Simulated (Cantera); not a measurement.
Input: 1 mol AlCl3, 30 mol O2, 4.2 mol N2, 30 mol N2O, held at 0.000240 bar.

Equilibrium computed with Cantera from the NASA thermochemical tables; the gas is ideal and each condensed phase is pure. Candidate condensed phases: Al, AlCl3, AlN, Al2O3; 24 gas species. Condensed phases not in the tables: AlOCl. The numbers say what is thermodynamically allowed, not how fast it happens.

x: gas mole fraction; n: condensed amount in mol.

```tsv
T (°C)	x O2	x N2	x Cl	x Cl2	n Al2O3(s)
675	0.553	0.427	0.00148	0.0180	0.500
750	0.552	0.427	0.00450	0.0165	0.500
825	0.550	0.425	[?]	[?]	0.500
900	0.548	0.423	0.0207	0.00821	0.500
975	0.545	0.421	[?]	[?]	0.500
1050	0.544	0.420	0.0344	0.00123	0.500
1125	0.543	0.420	0.0360	0.000398	0.500
```

Some entries are withheld; supply them.


- 825, x Cl: 0.0110
- 825, x Cl2: 0.0132
- 975, x Cl: 0.0297
- 975, x Cl2: 0.00362
